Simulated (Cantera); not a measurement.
Charge: 1 mol Si, 25 mol H₂O, 14 mol N₂, held at 240 Torr.

Method: chemical equilibrium by Gibbs-energy minimisation in Cantera with the NASA 1993 tables (ideal gas, pure condensed phases). Candidate condensed phases: H₂O, Si, SiO₂, Si₂N₂O, Si₃N₄; 35 gas species. The tables hold silica as quartz up to 1696 K and as liquid above; real silica turns to tridymite and cristobalite and melts near 1996 K. Gases not in the tables: Si(OH)₄. The numbers say what is thermodynamically allowed, not how fast it happens.

Question: At 1800 K, list the 5 most abundant gas species with their mole fractions, and the condensed phases.

Answer: H₂O 0.590, N₂ 0.359, H₂ 0.0513, H 0.000143, OH 0.000109. Condensed: SiO₂(condensed).
